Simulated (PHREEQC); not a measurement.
Dissolve 35 mmol/kgw HF and 9.8 mmol/kgw H3PO4 at 25 °C. Closed to the air; pH follows from the charge balance.

The numbers come from PHREEQC with the ion-association model, phreeqc.dat.

No solid was allowed to form.

**Question.** What pH does the model give?

**Answer.** pH 2.12.

**Question.** In which forms is P present?

**Answer.** H3PO4 50 %, H2PO4- 50 % of the P.

Complexes and solids missing from the database can't appear.
